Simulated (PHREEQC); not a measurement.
Consider water at 25 °C with 0.012 mol/kgw Cu(BF4)2 and 0.0011 mol/kgw HCl. Closed to the air; pH follows from the charge balance.

The numbers come from PHREEQC with the ion-association model, phreeqc.dat.

| quantity | before | after |
|---|---|---|
| pH | 2.72 | 2.60 |
| ionic strength (mol/kgw) | 0.0377 | 0.0384 |
| BF4- (mol/kgw) | 0.0208 | 0.0209 |
| HF (mol/kgw) | 0.00505 | 0.00538 |
| BF3OH- (mol/kgw) | 0.00150 | 0.00142 |

Question: Name the change that produced these shifts.
A) HCl replaced by NaCl at the same molality
B) diluted 2-fold with water
C) HCl from 0.0011 to 0.0022 mol/kgw

Answer: C, HCl from 0.0011 to 0.0022 mol/kgw

This is a speciation only: nothing precipitates in the calculation. Real BF4- forms and hydrolyses slowly; the run takes it at equilibrium.
